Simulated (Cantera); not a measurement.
An isothermal, constant-pressure homogeneous reactor starts with C₂H₆ : N₂ = 1 : 1.3 (molar parts), at 1500 K and 0.000240 bar. Integrator tolerance rtol = 1e-08.

Computed with Cantera and GRI-Mech 3.0 (53 species, 325 reactions). GRI-Mech 3.0 stops at C3 and has no aromatics, soot or wall deposition, so with more carbon than oxygen in the feed, carbon stays in small species such as C2H2 where larger ones or solid carbon would form. Radical loss at walls, strong at low pressure, is not modelled.

Q: What does this change do: temperature 1500 to 1525 K?

A: 
```json
[
 {"quantity": "x(C₂H₆) at 300 s", "before": "6.74e-7 (gas-phase equilibrium 5.44e-12)", "after": "2.95e-7 (gas-phase equilibrium 3.51e-12)"},
 {"quantity": "x(H) at 300 s", "before": "0.000276 (gas-phase equilibrium 0.000780)", "after": "0.000413 (gas-phase equilibrium 0.00105)"},
 {"quantity": "x(C₂H₄) at 300 s", "before": "7.36e-5 (gas-phase equilibrium 5.66e-6)", "after": "3.48e-5 (gas-phase equilibrium 4.40e-6)"},
 {"quantity": "x(HCN) at 300 s", "before": "4.30e-7 (gas-phase equilibrium 0.105)", "after": "7.17e-7 (gas-phase equilibrium 0.107)"},
 {"quantity": "x(CH₂) at 300 s", "before": "1.20e-7 (gas-phase equilibrium 1.29e-9)", "after": "1.56e-7 (gas-phase equilibrium 1.84e-9)"},
 {"quantity": "x(C₂H₂) at 300 s", "before": "0.227 (gas-phase equilibrium 0.180)", "after": "0.229 (gas-phase equilibrium 0.179)"},
 {"quantity": "x(H₂) at 300 s", "before": "0.443 (gas-phase equilibrium 0.465)", "after": "0.452 (gas-phase equilibrium 0.464)"}
]
```
